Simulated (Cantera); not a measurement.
Equilibrium for silicon carbide growth: CH₃SiCl₃ + C₂H₂ + H₂

Charge: 1 mol CH₃SiCl₃, 0.011 mol C₂H₂, 800 mol H₂, at 6.70 mbar.

Method: chemical equilibrium by Gibbs-energy minimisation in Cantera with the NASA 1993 tables (ideal gas, pure condensed phases). Candidate condensed phases: C, C₆H₆, C₇H₈, C₈H₁₈, Si, SiC; 109 gas species. The feed counts by its element totals alone. Gases not in the tables: Si₂H₆ and higher silanes. Rates play no part.

From 1673 K to 1973 K the condensed part is SiC(s). From 2073 K to 2273 K nothing is condensed. The main Si-bearing gas is Si throughout.

```csv
T (K),x H₂,x H,x HCl,x Si,x C₂H₂ (acetylene),n SiC(s)
1673,0.995,0.00139,0.00373,1.71e-6,1.35e-5,0.997
1773,0.993,0.00346,0.00371,1.64e-5,2.36e-5,0.982
1873,0.988,0.00784,0.00369,9.35e-5,6.73e-5,0.910
1973,0.979,0.0163,0.00365,0.000388,0.000227,0.636
2073,0.963,0.0315,0.00358,0.00107,0.000579,0
2173,0.938,0.0571,0.00346,0.00111,0.000583,0
2273,0.897,0.0972,0.00329,0.00111,0.000575,0
```
x: gas mole fraction; n: condensed amount in mol.
